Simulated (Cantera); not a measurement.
Charge: 1 mol Si(CH₃)₄, 0.016 mol C₂H₄, 310 mol H₂, equilibrated at 1248 K and 60.0 mbar.

Method: chemical equilibrium by Gibbs-energy minimisation in Cantera with the NASA 1993 tables (ideal gas, pure condensed phases). Candidate condensed phases: C, C₆H₆, C₇H₈, C₈H₁₈, Si, SiC; 87 gas species. Equilibrium is a limit: real reactors are often held back by kinetics, nucleation or transport.

Base state: H₂ 0.999, CH₄ 0.000668 (mole fractions); condensed: C(graphite) + SiC(s).

Q: What changes in the equilibrium state with this change: Si(CH₃)₄ replaced by SiH₂Cl₂?

A: 
```json
[
 {"species": "H₂", "before": "0.999", "after": "0.994"},
 {"species": "HCl", "before": "0", "after": "0.00619"},
 {"species": "SiCl₂", "before": "0", "after": "9.69e-5"},
 {"species": "CH₄", "before": "0.000668", "after": "1.48e-6"},
 {"species": "C(graphite), mol", "before": "2.82", "after": "0"},
 {"species": "SiC(s), mol", "before": "1.00", "after": "0.0315"},
 {"species": "Si(s), mol", "before": "0", "after": "0.935"}
]
```
Mutual solubility and eutectic melting of coexisting phases are not modelled.
